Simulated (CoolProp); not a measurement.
Methane along the isotherm -155.95 °C: Z from the reference equation and from simpler models built on Tc = -82.6 °C, pc = 4599 kPa, ω = 0.011; each cubic takes its own stable root.

The numbers come from the reference Helmholtz-energy equation of state, Setzmann 1991 in CoolProp.

```csv
p (kPa),phase,reference,Redlich-Kwong,Soave-Redlich-Kwong,Peng-Robinson
72.7,gas,0.9780,0.9791,0.9800,0.9792
149,gas,0.9535,0.005876,0.9581,0.9565
307,liquid,0.01220,0.01210,0.01227,0.01086
630,liquid,0.02501,0.02481,0.02515,0.02227
1290,liquid,0.05113,0.05070,0.05138,0.04551
2660,liquid,0.1051,0.1041,0.1055,0.09349
5450,liquid,0.2139,0.2118,0.2143,0.1902
11200,liquid,0.4342,0.4294,0.4339,0.3857
23000,liquid,0.8727,0.8624,0.8693,0.7750
```

At some of these states Redlich-Kwong gives the other phase, because its saturation line lies elsewhere.
